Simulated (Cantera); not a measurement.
trisilylamine + N₂ + H₂ (silicon nitride deposition)

A closed system holds: 1 mol trisilylamine, 18 mol N₂, 86 mol H₂, at 1377 °C and 12000 Pa.

These are equilibrium values from Cantera (NASA tables, ideal gas, pure condensed phases), not measurements of a reactor. Candidate condensed phases: Si, Si₃N₄; 18 gas species. The feed counts by its element totals alone. Kinetics and transport are ignored.

The x(H₂) comes out as 0.846, the x(N₂) is 0.154 and the x(H) is 0.000241. The x(NH₃) is 1.50e-6. The n(Si₃N₄(s)) is 1.000 mol and the gas amount is 107.0 mol. The log10 activity of Si(s) (absent) is -0.95.
